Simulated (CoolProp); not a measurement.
Saturated liquid density (kg/m³) of cyclopropane: the reference equation beside estimates from Tc = 398.7 K, pc = 5.605 MPa, ω = 0.131.

Values from CoolProp's reference Helmholtz-energy equation of state, Polt 1992. This equation is an older, rougher fit; its heat capacities, sound speeds and derivatives of the liquid may be far off and weren't checked against measurements.

```
T (K)  reference  van der Waals  Redlich-Kwong  Soave-Redlich-Kwong  Peng-Robinson
-----  ---------  -------------  -------------  -------------------  -------------
281.7      643.8          403.8          584.7                594.3          673.1
286.1      637.3          399.8          577.6                587.5            [?]
290.6      630.6          395.6          570.1                580.3          657.6
295        623.9          391.4          562.6                573.0          649.6
299.5        [?]          387.1          554.8                565.4          641.1
303.9      610.0          382.7          546.9                557.8          632.5
308.4      602.7          378.1          538.6                549.7          623.4
312.8      595.5          373.4          530.3                541.5          614.2
317.3        [?]          368.6          521.5                532.9          604.5
321.7      580.2            [?]          512.7                524.1          594.6
326.2      572.1          358.5          503.3                514.9          584.1
330.6      564.0          353.3          493.9                505.5          573.4
335.1        [?]          347.7          484.0                495.5          562.0
339.5      546.8          342.1          473.8                  [?]          550.3
```

### Question
Some entries are withheld; supply them.

### Answer

- 286.1, Peng-Robinson: 665.6
- 299.5, reference: 617.0
- 317.3, reference: 587.8
- 321.7, van der Waals: 363.7
- 335.1, reference: 555.4
- 339.5, Soave-Redlich-Kwong: 485.3

Absolute difference from the reference over all 14 rows, mean and median: van der Waals 37.3 and 37.3 %, Redlich-Kwong 11.0 and 10.8 %, Soave-Redlich-Kwong 9.1 and 8.9 %, Peng-Robinson 3.0 and 3.3 %.
